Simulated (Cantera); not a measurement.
Input: 1 mol Nb₂O₅, 0.35 mol H₂, 0.62 mol H₂O, at 2.70 bar.

Equilibrium computed with Cantera from the NASA thermochemical tables; the gas is ideal and each condensed phase is pure. Candidate condensed phases: H₂O, Nb, NbO, NbO₂, Nb₂O₅; 12 gas species. Condensed phases not in the tables: the oxides between NbO₂ and Nb₂O₅. The numbers say what is thermodynamically allowed, not how fast it happens. All values below are at 1450 °C.

Base state: H₂O 0.639, H₂ 0.361, H 6.67e-5 (mole fractions); condensed: Nb₂O₅(s).

Task: What changes in the equilibrium state with this change: Nb₂O₅ replaced by Cr₂O₃?

Result: 
| species | before | after |
|---|---|---|
| H₂O | 0.639 | 0.639 |
| H₂ | 0.361 | 0.361 |
| H | 6.67e-5 | 6.67e-5 |
| Nb₂O₅(s), mol | 1.00 | 0 |
| Cr₂O₃(s), mol | 0 | 1.00 |
Further candidate phases: Cr, Cr₂O₃.
